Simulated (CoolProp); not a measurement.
The numbers come from the reference Helmholtz-energy equation of state, Lemmon 2006 in CoolProp. It is a short technical equation, of lower accuracy than the large ones.

Question: Give the vapour pressure (MPa), liquid cp (kJ/(kg K)), vapour Z, surface tension (mN/m) of saturated C3F8 (R218) at 292 K.

Answer: 
```
T (K)  p (MPa)  liquid cp (kJ/(kg K))  vapour Z  surface tension (mN/m)
-----  -------  ---------------------  --------  ----------------------
292      0.732                   1.14     0.794                    4.37
```

Surface tension comes from a separate correlation (Mulero 2012).
